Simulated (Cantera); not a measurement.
An isothermal, constant-pressure homogeneous reactor starts with CH4 : H2 : CO2 = 0.015 : 1 : 0.021 (molar parts), at 1525 K and 10.00 Torr. Integrator tolerance rtol = 1e-08.

Model: GRI-Mech 3.0 (53 species, 325 reactions), integrated in Cantera. Radical loss at walls, strong at low pressure, is not modelled.

### Question
What does this change do: temperature 1525 to 2150 K?

### Answer
```csv
quantity,before,after
x(CH4) at 3.00 s,0.0137 (gas-phase equilibrium 3.06e-9),3.52e-7 (gas-phase equilibrium 1.67e-11)
x(H2) at 3.00 s,0.950 (gas-phase equilibrium 0.960),0.928 (gas-phase equilibrium 0.926)
x(CO2) at 3.00 s,0.00441 (gas-phase equilibrium 7.24e-5),3.83e-5 (gas-phase equilibrium 3.83e-5)
x(C2H4) at 3.00 s,8.18e-6 (gas-phase equilibrium <1e-12),5.87e-11 (gas-phase equilibrium <1e-12)
x(C2H2) at 3.00 s,0.000337 (gas-phase equilibrium <1e-12),1.45e-6 (gas-phase equilibrium <1e-12)
x(CO) at 3.00 s,0.0159 (gas-phase equilibrium 0.0337),0.0332 (gas-phase equilibrium 0.0331)
x(C2H) at 3.00 s,1.39e-10 (gas-phase equilibrium <1e-12),1.56e-9 (gas-phase equilibrium <1e-12)
```

### Question
What does this change do: pressure from 10.00 Torr to 46.5 Torr?

### Answer
| quantity | before | after |
|---|---|---|
| x(CH4) at 3.00 s | 0.0137 (gas-phase equilibrium 3.06e-9) | 0.0131 (gas-phase equilibrium 6.63e-8) |
| x(H2) at 3.00 s | 0.950 (gas-phase equilibrium 0.960) | 0.946 (gas-phase equilibrium 0.961) |
| x(CO2) at 3.00 s | 0.00441 (gas-phase equilibrium 7.24e-5) | 0.000517 (gas-phase equilibrium 7.24e-5) |
| x(C2H4) at 3.00 s | 8.18e-6 (gas-phase equilibrium <1e-12) | 1.31e-5 (gas-phase equilibrium <1e-12) |
| x(C2H2) at 3.00 s | 0.000337 (gas-phase equilibrium <1e-12) | 0.000629 (gas-phase equilibrium 3.06e-12) |
| x(CO) at 3.00 s | 0.0159 (gas-phase equilibrium 0.0337) | 0.0197 (gas-phase equilibrium 0.0337) |
| x(C2H) at 3.00 s | 1.39e-10 (gas-phase equilibrium <1e-12) | 1.27e-10 (gas-phase equilibrium <1e-12) |
